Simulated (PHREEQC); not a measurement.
Make-up at 63 °C: 4.2 mmol/kgw HNO3 and 0.47 mmol/kgw FeCl3. Closed to the air; pH follows from the charge balance.

The numbers come from PHREEQC with the ion-association model, phreeqc.dat.

The ionic strength comes out as 0.00610 mol/kgw. What activity coefficients do Cl-, NO3-, Fe2(OH)2+4, Fe(OH)2+, Fe+3 get?

Cl- 0.91, NO3- 0.91, Fe2(OH)2+4 0.24, Fe(OH)2+ 0.92, Fe+3 0.49.

Precipitation was switched off in this run. Examples of supersaturated solids here: Hematite (slow to form), Goethite (slow to form). Others may be too. Species that the database lacks are ignored. Constants without temperature data keep their 25 °C values here.
